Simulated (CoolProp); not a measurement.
Normal hydrogen along the isotherm 35.2 K: Z from the reference equation and from simpler models built on Tc = 33.1 K, pc = 12.96 bar, ω = -0.219; each cubic takes its own stable root.

Values from CoolProp's reference Helmholtz-energy equation of state, Leachman 2009.

```csv
p (bar),phase,reference,Soave-Redlich-Kwong,Peng-Robinson
0.41,gas,0.9912,0.9906,0.9895
0.638,gas,0.9863,0.9854,0.9836
0.994,gas,0.9785,0.9771,0.9743
1.55,gas,0.9662,0.9640,0.9597
2.41,gas,0.9466,0.9434,0.9367
3.75,gas,0.9150,0.9101,0.8998
5.84,gas,0.8623,0.8549,0.8392
9.1,gas,0.7689,0.7579,0.7344
14.2,supercritical,0.5620,0.5492,0.5169
22.1,supercritical,0.3276,0.3489,0.3168
34.3,supercritical,0.4317,0.4420,0.3987
53.5,supercritical,0.6087,0.6054,0.5449
83.3,supercritical,0.8715,0.8501,0.7647
130,supercritical,1.258,1.213,1.092
```
